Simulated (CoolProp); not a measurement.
The fluid at 293.15 K and 1.76 MPa (liquid) is heated at constant pressure to 308.3 K. The same conditions are run with several fluids, on thermodynamics alone (safety and materials aside).

The numbers come from the reference Helmholtz-energy equation of state of each fluid (R22: Kamei 1995; chloromethane (R40): Thol 2014; R141b: Lemmon 2006; R21: Platzer 1990; n-octane: Beckmüller 2019) in CoolProp. The equations of Platzer and Polt are older, rougher fits.

Problem. Rank R22, chloromethane (R40), R141b, R21, n-octane by heat (kJ/kg), highest first.

Solution. n-octane (33.9), chloromethane (R40) (24.6), R22 (19.1), R141b (17.5), R21 (16.0)

```json
[
 {"fluid": "R22", "final density (kg/m³)": "1150"},
 {"fluid": "chloromethane (R40)", "final density (kg/m³)": "893"},
 {"fluid": "R141b", "final density (kg/m³)": "1220"},
 {"fluid": "R21", "final density (kg/m³)": "1350"},
 {"fluid": "n-octane", "final density (kg/m³)": "692"}
]
```
